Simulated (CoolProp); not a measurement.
A single-stage vapour-compression cycle with hydrogen sulfide: evaporating at 244.15 K (dew point), condensing at 306.15 K (bubble point), superheat 0 K, subcooling 5 K, compressor efficiency 0.65, no pressure losses. Each further row changes one setting.

The numbers come from the reference Helmholtz-energy equation of state, Lemmon 2006 in CoolProp. It is a short technical equation, of lower accuracy than the large ones.

```json
[
 {"case": "as stated", "cooling COP": "1.97", "pressure ratio": "6.17", "discharge temperature (K)": "443.9", "refrigerating effect (kJ/kg)": "386", "volumetric capacity (kJ/m³)": "2730"},
 {"case": "evaporating temperature 249.15 K", "cooling COP": "2.24", "pressure ratio": "5.14", "discharge temperature (K)": "427.8", "refrigerating effect (kJ/kg)": "389", "volumetric capacity (kJ/m³)": "3260"},
 {"case": "condensing temperature 301.15 K", "cooling COP": "?", "pressure ratio": "?", "discharge temperature (K)": "428.5", "refrigerating effect (kJ/kg)": "397", "volumetric capacity (kJ/m³)": "2810"},
 {"case": "subcooling 10 K", "cooling COP": "?", "pressure ratio": "6.17", "discharge temperature (K)": "443.9", "refrigerating effect (kJ/kg)": "397", "volumetric capacity (kJ/m³)": "2810"},
 {"case": "superheat 10 K", "cooling COP": "?", "pressure ratio": "6.17", "discharge temperature (K)": "462.0", "refrigerating effect (kJ/kg)": "397", "volumetric capacity (kJ/m³)": "2670"},
 {"case": "compressor efficiency 0.55", "cooling COP": "1.67", "pressure ratio": "6.17", "discharge temperature (K)": "474.8", "refrigerating effect (kJ/kg)": "386", "volumetric capacity (kJ/m³)": "2730"}
]
```

Q: Fill in the missing entries.

A: 
- condensing temperature 301.15 K, cooling COP: 2.20
- condensing temperature 301.15 K, pressure ratio: 5.49
- subcooling 10 K, cooling COP: 2.03
- superheat 10 K, cooling COP: 1.93
